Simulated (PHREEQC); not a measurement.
Solution (85 °C): 0.018 mol HBr and 0.056 mol MnCl2 per kg of water. Closed to the air; pH follows from the charge balance.

Computed with PHREEQC (ion-association model, wateq4f.dat).

Precipitation was switched off in this run.

**Question.** Predict the pH, ionic strength.

**Answer.** pH 1.85; ionic strength 0.173 mol/kgw.

**Question.** In which forms is Mn present?

**Answer.** Mn+2 89 %, MnCl+ 11 % of the Mn.

Species that the database lacks are ignored. Constants without temperature data keep their 25 °C values here.
